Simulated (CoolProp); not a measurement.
The fluoroketone C6F12O (FK-5-1-12) at several states: Z from the reference equation and from simpler models built on Tc = 441.8 K, pc = 1.869 MPa, ω = 0.471; each cubic takes its own stable root.

The numbers come from the reference Helmholtz-energy equation of state, McLinden 2015 in CoolProp.

| T (K) | p (MPa) | phase | reference | van der Waals | Redlich-Kwong | Soave-Redlich-Kwong | Peng-Robinson |
|---|---|---|---|---|---|---|---|
| 342.2 | 3.65 | liquid | 0.2726 | 0.4375 | 0.3141 | 0.2958 | 0.2622 |
| 362 | 10.6 | liquid | 0.7536 | 1.128 | 0.8284 | 0.8002 | 0.7132 |
| 395.1 | 0.246 | gas | 0.9267 | 0.9465 | 0.9354 | 0.9293 | 0.9238 |
| 374.4 | 0.0751 | gas | 0.9737 | 0.9820 | 0.9778 | 0.9750 | 0.9732 |
| 252.2 | 1.22 | liquid | 0.1058 | 0.1798 | 0.1224 | 0.1164 | 0.1035 |
| 314.7 | 0.0173 | gas | 0.9886 | 0.9939 | 0.9918 | 0.9901 | 0.9897 |
